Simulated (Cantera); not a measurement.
An isothermal, constant-pressure homogeneous reactor starts with NH3 : H2 = 1 : 12 (molar parts), at 1875 K and 1.00 bar.

Computed with Cantera and the gas-phase N/H chemistry of the illustrative SiF4/NH3 mechanism in the Surface Chemkin manual (1991). Walls and surfaces, which speed up NH3 decomposition in real reactors, are not modelled.

x: mole fraction; the columns are a selection and need not sum to one.

| t (s) | x NH3 | x H2 | x N2H4 | x N | x NH | x N2 |
|---|---|---|---|---|---|---|
| 7.00e-5 | 0.0769 | 0.923 | 4.01e-11 | 2.26e-11 | 5.67e-9 | 7.26e-10 |
| 0.000281 | 0.0769 | 0.923 | 6.31e-10 | 1.42e-9 | 8.94e-8 | 1.63e-7 |
| 0.00112 | 0.0768 | 0.923 | [?] | 5.41e-8 | 1.01e-6 | 1.60e-5 |
| 0.00451 | 0.0761 | 0.923 | 1.36e-8 | 1.44e-7 | 1.94e-6 | 0.000321 |
| 0.0181 | 0.0732 | 0.925 | 1.28e-8 | 1.42e-7 | 1.90e-6 | 0.00166 |
| 0.0724 | 0.0631 | 0.930 | [?] | 1.35e-7 | 1.75e-6 | 0.00636 |
| 0.290 | 0.0381 | 0.943 | [?] | 1.10e-7 | 1.28e-6 | 0.0180 |
| 1.16 | 0.0116 | 0.957 | 5.55e-10 | 5.27e-8 | 5.27e-7 | 0.0303 |
| 4.66 | 0.00249 | 0.962 | 2.91e-11 | 1.36e-8 | 1.28e-7 | 0.0345 |
| 18.7 | 0.000580 | 0.963 | 1.59e-12 | 3.22e-9 | 3.01e-8 | 0.0354 |
| 74.9 | 0.000142 | 0.964 | <1e-12 | 7.88e-10 | 7.37e-9 | 0.0356 |
| 300 | 3.54e-5 | 0.964 | <1e-12 | 1.97e-10 | 1.84e-9 | 0.0357 |

Task: Some entries are withheld; supply them.

Result: 
- 0.00112, x N2H4: 7.14e-9
- 0.0724, x N2H4: 1.01e-8
- 0.290, x N2H4: 4.47e-9
